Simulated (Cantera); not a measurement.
Feed: 1 mol n-butane, 1.6 mol NH3, 2 mol N2, 1 mol CO2, held at 2030 Torr.

Cantera equilibrium calculation (NASA polynomials, part measured and part estimated; ideal gas, pure solids and liquids). Candidate condensed phases: C, C6H6, C7H8, C8H18, H2O; 136 gas species. Equilibrium is a limit: real reactors are often held back by kinetics, nucleation or transport.

log p: log10 of the partial pressure in bar; n: condensed amount in mol.

| T (K) | log p H2 | log p N2 | log p CO | log p CH4 | log p H2O | log p HCN | log p CO2 | log p H | log p C2H2 (acetylene) | n C(graphite) |
|---|---|---|---|---|---|---|---|---|---|---|
| 875 | -0.01 | -0.09 | -1.07 | -0.38 | -0.47 | -6.33 | -1.11 | -10.31 | -10.64 | 3.01 |
| 1025 | 0.15 | -0.16 | -0.51 | -0.84 | -0.94 | -5.12 | -1.48 | -8.29 | -8.51 | 3.01 |
| 1175 | 0.19 | -0.20 | -0.37 | -1.33 | -1.64 | -4.25 | -2.32 | -6.81 | -7.00 | 2.92 |
| 1325 | 0.21 | -0.20 | -0.36 | -1.76 | -2.29 | -3.58 | -3.13 | -5.68 | -5.86 | 2.95 |
| 1475 | 0.21 | -0.21 | -0.35 | -2.11 | -2.83 | -3.05 | -3.79 | -4.78 | -4.96 | 2.97 |
| 1625 | 0.21 | -0.21 | -0.35 | ___ | ___ | ___ | ___ | ___ | ___ | 2.97 |
| 1775 | 0.21 | -0.21 | -0.35 | -2.65 | -3.63 | -2.26 | -4.77 | -3.43 | -3.63 | 2.96 |
| 1925 | 0.21 | -0.21 | -0.35 | -2.86 | -3.94 | -1.96 | -5.14 | -2.91 | -3.13 | 2.94 |
| 2075 | 0.21 | -0.22 | -0.35 | -3.04 | -4.20 | -1.71 | -5.45 | -2.47 | -2.70 | 2.88 |
| 2225 | 0.21 | -0.22 | -0.35 | -3.19 | -4.43 | -1.49 | -5.72 | -2.09 | -2.33 | 2.80 |
| 2375 | 0.20 | -0.23 | -0.36 | -3.33 | -4.63 | -1.31 | -5.95 | -1.75 | -2.01 | 2.66 |
| 2525 | 0.19 | -0.24 | -0.36 | ___ | ___ | ___ | ___ | ___ | ___ | ___ |
| 2675 | 0.18 | -0.25 | -0.36 | -3.59 | -4.97 | -1.01 | -6.33 | -1.20 | -1.49 | 2.19 |

Task: What belongs in the gaps?

Result: 
- 1625, log p CH4: -2.41
- 1625, log p H2O: -3.27
- 1625, log p HCN: -2.62
- 1625, log p CO2: -4.33
- 1625, log p H: -4.05
- 1625, log p C2H2 (acetylene): -4.24
- 2525, log p CH4: -3.46
- 2525, log p H2O: -4.81
- 2525, log p HCN: -1.15
- 2525, log p CO2: -6.15
- 2525, log p H: -1.46
- 2525, log p C2H2 (acetylene): -1.73
- 2525, n C(graphite): 2.46
